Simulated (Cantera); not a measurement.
Charge: 1 mol S, 0.038 mol H₂, 0.18 mol N₂, held at 3048.15 K and 4.70 bar.

Cantera equilibrium calculation (NASA polynomials, part measured and part estimated; ideal gas, pure solids and liquids). Candidate condensed phases: S; 15 gas species. Rates play no part.

Base state: S₂ 0.586, N₂ 0.236, S 0.103, SH 0.0369, H₂ 0.0219, H 0.0125, H₂S 0.00332, SN 0.000699 (mole fractions); condensed: gas only.

Task: What changes in the equilibrium state with this change: H₂ from 0.038 to 0.42 mol?

Result: 
```
species    before     after
-------  --------  --------
S₂          0.586     0.332
H₂         0.0219     0.265
N₂          0.236     0.156
H₂S       0.00332    0.0301
H          0.0125    0.0433
SH         0.0369    0.0965
S           0.103    0.0772
SN       0.000699  0.000427
```

Task: What changes in the equilibrium state with this change: temperature from 3048.15 K to 2548.15 K?

Result: 
```
species    before     after
-------  --------  --------
S₂          0.586     0.664
N₂          0.236     0.249
H₂         0.0219    0.0291
S           0.103    0.0201
H          0.0125   0.00243
SH         0.0369    0.0257
SN       0.000699  0.000163
H₂S       0.00332   0.00942
```
